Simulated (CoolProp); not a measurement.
Saturation properties of R142b.

Computed with CoolProp (reference Helmholtz-energy equation of state, Lemmon 2006). It is a short technical equation, of lower accuracy than the large ones.

```csv
T (°C),p (bar),liquid density (kg/m³),vapour density (kg/m³),enthalpy of vaporisation (kJ/kg),liquid viscosity (µPa s),liquid conductivity (mW/(m K))
-4.15,1.234,1181,5.821,220.4,319,92.3
2.55,1.589,1166,7.383,216.4,295,89.8
9.15,2.012,1150,9.222,212.4,274,87.3
15.85,2.524,1134,11.44,208.2,254,84.8
22.45,3.121,1118,14.00,203.9,237,82.4
29.15,3.830,1101,17.05,199.3,220,80.0
35.75,4.641,1083,20.54,194.6,205,77.7
42.45,5.590,1065,24.65,189.6,191,75.4
49.05,6.659,1047,29.33,184.5,178,73.2
55.75,7.893,1028,34.80,178.9,166,71.0
62.35,9.267,1008,41.00,173.2,155,68.8
68.95,10.81,987.0,48.15,167.1,144,66.7
75.65,12.56,964.8,56.51,160.5,134,64.6
82.25,14.49,941.8,66.06,153.6,125,62.7
88.95,16.65,916.9,77.34,145.9,116,60.7
```

It boils at -9.1 °C under 1 atm.

Viscosity comes from a separate model (Huber 2003), an estimate that may be off by 10 % or more. Thermal conductivity comes from a separate model (Huber 2003), an estimate that may be off by 10 % or more.
